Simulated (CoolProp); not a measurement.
Vapour-liquid equilibrium of n-decane (1) + n-dodecane (2) at 4.05 bar; x and y are mole fractions of (1).

Values from CoolProp's multi-fluid Helmholtz-energy mixture model, Lemmon 2006 and Lemmon 2004; pair parameters Bell 2016.

```csv
x,"bubble temperature, mixture model (°C)","bubble temperature, Raoult's law (°C)","y, mixture model","y, Raoult's law"
0.05,281.5,281.0,[?],0.104
0.15,275.9,274.7,0.245,0.283
0.25,270.5,269.1,0.386,0.430
0.35,265.3,263.8,[?],0.553
0.45,260.3,259.0,0.617,0.655
0.55,255.7,254.6,0.710,0.741
0.65,251.3,250.4,0.790,0.815
0.75,247.2,246.5,0.860,0.878
0.85,243.3,242.9,0.921,0.932
0.95,[?],239.5,0.975,0.979
```

**Question.** Fill in the missing entries.

**Answer.** 
- 0.05, y, mixture model: 0.086
- 0.35, y, mixture model: 0.510
- 0.95, bubble temperature, mixture model (°C): 239.7

The largest gap from Raoult's law is +1.5 K in bubble temperature, at x = 0.35. No azeotrope shows between x = 0.05 and 0.95.

The pair parameters rest on a limited set of measurements; away from them the model extrapolates.
